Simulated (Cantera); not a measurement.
Input: 1 mol FeS, 1.2 mol SO₂, 42 mol N₂, equilibrated at 1898.15 K and 0.0380 bar.

These are equilibrium values from Cantera (NASA tables, ideal gas, pure condensed phases), not measurements of a reactor. The tables' stoichiometric FeO is somewhat more stable than real wüstite, so its field is too wide. FeO: taken at fixed stoichiometry. The numbers say what is thermodynamically allowed, not how fast it happens.

```csv
species,before,after
N₂,0.963,0.980
S₂,0.0148,0.0110
Fe,0.00135,0.00287
SO₂,0.0136,0.00261
S₂O,0.000102,3.57e-5
SO,0.00608,0.00247
S,0.000982,0.000848
FeO,2.04e-5,2.04e-5
"FeO(l), mol",0.940,0.0683
"Fe(l), mol",0,0.808
```
Gas species are given as mole fractions.

Task: What was changed between the two runs?
(A) temperature from 1898.15 K to 1323 K
(B) SO₂ from 1.2 to 0.2 mol
(C) temperature from 1898.15 K to 973.15 K
(D) temperature from 1898.15 K to 1625 K

Result: B, SO₂ from 1.2 to 0.2 mol. Each liquid is taken as pure. Mutual solubility and eutectic melting of coexisting phases are not modelled
